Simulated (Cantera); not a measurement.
An adiabatic, constant-volume homogeneous reactor starts with CH₄ : O₂ : N₂ = 1 : 1.11 : 5.44 (molar parts), equivalence ratio 1.8, at 1373 K and 2.57 atm. Integrator tolerance rtol = 1e-08.

Computed with Cantera and GRI-Mech 3.0 (53 species, 325 reactions).

Task: What does this change do: initial temperature 1373 to 1750 K?

Result: 
```json
[
 {"quantity": "time of steepest temperature rise", "before": "3.60 ms", "after": "88.2 µs"},
 {"quantity": "temperature at 6.00 s", "before": "2663 K", "after": "2902 K"},
 {"quantity": "equilibrium temperature", "before": "2663 K", "after": "2902 K"},
 {"quantity": "x(CH₄) at 6.00 s", "before": "5.54e-11 (gas-phase equilibrium 6.23e-11)", "after": "1.81e-11 (gas-phase equilibrium 2.05e-11)"},
 {"quantity": "x(O₂) at 6.00 s", "before": "3.70e-5 (gas-phase equilibrium 3.70e-5)", "after": "0.000272 (gas-phase equilibrium 0.000272)"},
 {"quantity": "x(N₂O) at 6.00 s", "before": "4.33e-8 (gas-phase equilibrium 4.33e-8)", "after": "1.53e-7 (gas-phase equilibrium 1.53e-7)"},
 {"quantity": "x(CH₂CO) at 6.00 s", "before": "<1e-12 (gas-phase equilibrium <1e-12)", "after": "<1e-12 (gas-phase equilibrium <1e-12)"},
 {"quantity": "x(CH₂) at 6.00 s", "before": "6.75e-12 (gas-phase equilibrium 7.37e-12)", "after": "1.49e-11 (gas-phase equilibrium 1.59e-11)"}
]
```

Task: What does this change do: constant pressure in place of constant volume?

Result: 
```
quantity                                                              before                                      after
---------------------------------  -----------------------------------------  -----------------------------------------
time of steepest temperature rise                                    3.60 ms                                    3.92 ms
temperature at 6.00 s                                                 2663 K                                     2393 K
equilibrium temperature                                               2663 K                                     2393 K
x(CH₄) at 6.00 s                   5.54e-11 (gas-phase equilibrium 6.23e-11)  3.63e-11 (gas-phase equilibrium 4.10e-11)
x(O₂) at 6.00 s                      3.70e-5 (gas-phase equilibrium 3.70e-5)    5.94e-6 (gas-phase equilibrium 5.94e-6)
x(N₂O) at 6.00 s                     4.33e-8 (gas-phase equilibrium 4.33e-8)    7.36e-9 (gas-phase equilibrium 7.36e-9)
x(CH₂CO) at 6.00 s                     <1e-12 (gas-phase equilibrium <1e-12)      <1e-12 (gas-phase equilibrium <1e-12)
x(CH₂) at 6.00 s                   6.75e-12 (gas-phase equilibrium 7.37e-12)      <1e-12 (gas-phase equilibrium <1e-12)
```

Task: What does this change do: CH4 1 to 0.55 parts?

Result: 
```tsv
quantity	before	after
time of steepest temperature rise	3.60 ms	2.69 ms
temperature at 6.00 s	2663 K	2824 K
equilibrium temperature	2663 K	2824 K
x(CH₄) at 6.00 s	5.54e-11 (gas-phase equilibrium 6.23e-11)	<1e-12 (gas-phase equilibrium <1e-12)
x(O₂) at 6.00 s	3.70e-5 (gas-phase equilibrium 3.70e-5)	0.0132 (gas-phase equilibrium 0.0132)
x(N₂O) at 6.00 s	4.33e-8 (gas-phase equilibrium 4.33e-8)	1.18e-6 (gas-phase equilibrium 1.18e-6)
x(CH₂CO) at 6.00 s	<1e-12 (gas-phase equilibrium <1e-12)	<1e-12 (gas-phase equilibrium <1e-12)
x(CH₂) at 6.00 s	6.75e-12 (gas-phase equilibrium 7.37e-12)	<1e-12 (gas-phase equilibrium <1e-12)
```
